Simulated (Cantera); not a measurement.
Nitride etching: Si3N4 + HCl

Input: 1 mol Si3N4, a varied amount of HCl, at 2075 K and 0.100 bar.

Cantera equilibrium calculation (NASA polynomials, part measured and part estimated; ideal gas, pure solids and liquids). Candidate condensed phases: NH4Cl, Si, Si3N4; 28 gas species. The tables' values for SiCl3, SiCl, SiN are old estimates; treat these amounts as uncertain. Gases not in the tables: Si2H6 and higher silanes. The numbers say what is thermodynamically allowed, not how fast it happens.

From 8.9 mol HCl to 81 mol HCl nothing is condensed. The main Si-bearing gas is SiCl2 throughout.

```tsv
n(HCl) (mol)	x HCl	x H2	x SiCl2	x N2	x Cl	x SiCl3	x H
8.9	0.258	0.277	0.265	0.183	0.00305	0.00732	0.00443
11	0.371	0.236	0.220	0.154	0.00475	0.00946	0.00409
14	0.482	0.195	0.175	0.125	0.00679	0.0108	0.00372
17	0.558	0.167	0.145	0.105	0.00849	0.0112	0.00344
22	0.642	0.135	0.112	0.0833	0.0109	0.0111	0.00310
27	0.697	0.115	0.0912	0.0689	0.0128	0.0106	0.00285
34	0.748	0.0956	0.0718	0.0554	0.0150	0.00979	0.00260
42	0.786	0.0812	0.0574	0.0453	0.0171	0.00893	0.00240
52	0.817	0.0693	0.0457	0.0368	0.0193	0.00800	0.00222
65	0.843	0.0592	0.0360	0.0296	0.0215	0.00702	0.00205
81	0.863	0.0512	0.0283	0.0239	0.0237	0.00609	0.00191
```
x: gas mole fraction; nothing condenses.
